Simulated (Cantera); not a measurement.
Input (Python, Cantera):

```python
import numpy as np
import cantera as ct

gas = ct.Solution("h2o2.yaml")
gas.TPX = 1250, 100000, {'H2': 1.4, 'O2': 1, 'N2': 2.8}
reactor = ct.IdealGasConstPressureReactor(gas, energy="off", clone=False)
net = ct.ReactorNet([reactor])
net.rtol, net.atol = 1e-08, 1e-18
show = ['H2', 'O2', 'OH', 'O', 'H2O2', 'H', 'HO2']
times = np.geomspace(4e-06, 3, 14)

steps = ct.SolutionArray(gas, extra=["t"])
rows = []
print(f"{'t/s':>10s}{'T/K':>9s}{'P/Pa':>11s}" + "".join(f"{s:>11s}" for s in show))
for t in times:
    while net.time < t:
        t_next = net.step()
        steps.append(gas.state, t=t_next)
    rows.append([np.interp(t, steps.t, y) for y in (steps.T, steps.P, *steps(*show).X.T)])
    print(f"{t:10.3e}{rows[-1][0]:9.1f}{rows[-1][1]:11.4g}" + "".join(f"{x:11.3e}" for x in rows[-1][2:]))
rate = np.gradient(steps.T, steps.t)
print("integrator steps:", len(steps.t))
if steps.T.max() > steps.T[0] + 200:
    print(f"time of steepest temperature rise: {steps.t[rate.argmax()]:.4e} s")
gas.TPX = 1250, 100000, {'H2': 1.4, 'O2': 1, 'N2': 2.8}
gas.equilibrate("TP")
print(f"equilibrium (TP): T = {gas.T:.1f} K  " + "  ".join(f"{s} {gas[s].X[0]:.3e}" for s in show))
```

Result:

```
       t/s      T/K       P/Pa         H2         O2         OH          O       H2O2          H        HO2
 4.000e-06   1250.0      1e+05  2.692e-01  1.923e-01  9.498e-09  1.598e-08  1.981e-10  9.204e-08  4.455e-08
 1.132e-05   1250.0      1e+05  2.692e-01  1.923e-01  5.555e-07  9.422e-07  4.512e-09  5.235e-06  8.177e-07
 3.206e-05   1250.0      1e+05  1.063e-01  1.197e-01  7.661e-03  1.260e-02  1.083e-05  6.161e-02  1.156e-04
 9.075e-05   1250.0      1e+05  4.598e-03  6.811e-02  1.531e-03  7.615e-04  9.881e-06  8.468e-04  7.675e-05
 2.569e-04   1250.0      1e+05  7.145e-04  6.685e-02  3.820e-04  6.464e-05  2.642e-06  2.727e-05  2.692e-05
 7.273e-04   1250.0      1e+05  1.144e-04  6.667e-02  1.546e-04  9.034e-06  6.872e-07  1.748e-06  5.874e-06
 2.059e-03   1250.0      1e+05  1.231e-05  6.665e-02  7.439e-05  1.753e-06  1.996e-07  1.103e-07  8.703e-07
 5.828e-03   1250.0      1e+05  1.167e-06  6.666e-02  3.869e-05  4.556e-07  6.241e-08  9.195e-09  1.525e-07
 1.650e-02   1250.0      1e+05  2.501e-07  6.666e-02  2.162e-05  1.428e-07  2.125e-08  1.465e-09  4.637e-08
 4.671e-02   1250.0      1e+05  8.804e-08  6.666e-02  1.289e-05  5.103e-08  7.978e-09  3.339e-10  2.196e-08
 1.322e-01   1250.0      1e+05  4.775e-08  6.666e-02  8.719e-06  2.343e-08  3.796e-09  1.283e-10  1.729e-08
 3.743e-01   1250.0      1e+05  4.197e-08  6.666e-02  7.664e-06  1.813e-08  2.981e-09  1.002e-10  1.706e-08
 1.060e+00   1250.0      1e+05  4.184e-08  6.666e-02  7.634e-06  1.799e-08  2.959e-09  9.953e-11  1.706e-08
 3.000e+00   1250.0      1e+05  4.184e-08  6.666e-02  7.634e-06  1.799e-08  2.959e-09  9.953e-11  1.706e-08
integrator steps: 1694
equilibrium (TP): T = 1250.0 K  H2 4.184e-08  O2 6.666e-02  OH 7.634e-06  O 1.799e-08  H2O2 2.959e-09  H 9.953e-11  HO2 1.706e-08
```

Detailed kinetics in Cantera: the H2/O2 subset of GRI-Mech 3.0, which has no nitrogen chemistry. The temperature is held fixed by assumption; the heat of reaction is taken as removed at once.
